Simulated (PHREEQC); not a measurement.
Consider water at 93 °C with 0.0028 mol KBr, 0.00015 mol LiOH, 0.00012 mol Pb(BF4)2 and 0.00033 mol NaCl per kg of water. Closed to the air; pH follows from the charge balance.

Equilibrium calculation in PHREEQC: ion-association model, wateq4f.dat.

This is a speciation only: nothing precipitates in the calculation.

Order these F species by the share of F that they hold, largest first: BF2(OH)2-, HF2-, F-, HF.

F- (56 %), HF (43 %), HF2- (0.19 %), BF2(OH)2- (0.14 %)

The pH is 3.85 and the ionic strength 0.00373 mol/kgw. At this temperature some constants are extrapolated from 25 °C, and those without enthalpy data are left unchanged. Real BF4- forms and hydrolyses slowly; the run takes it at equilibrium.
